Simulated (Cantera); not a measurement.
An isothermal, constant-pressure homogeneous reactor starts with 87.7 % NH3, 12.3 % H2, at 1600 K and 5100 Pa.

Model: the gas-phase N/H chemistry of the illustrative SiF4/NH3 mechanism in the Surface Chemkin manual (1991), integrated in Cantera. Walls and surfaces, which speed up NH3 decomposition in real reactors, are not modelled.

Q: Predict: x(NH3) at 20.0 s; x(H2) at 20.0 s; x(H) at 20.0 s; x(NH) at 20.0 s; x(NH2) at 20.0 s.

A: x(NH3) at 20.0 s: 0.568 (gas-phase equilibrium 7.62e-7)
x(H2) at 20.0 s: 0.349 (gas-phase equilibrium 0.766)
x(H) at 20.0 s: 2.73e-5 (gas-phase equilibrium 0.000212)
x(NH) at 20.0 s: 5.84e-7 (gas-phase equilibrium 1.03e-11)
x(NH2) at 20.0 s: 0.000106 (gas-phase equilibrium 5.02e-10)
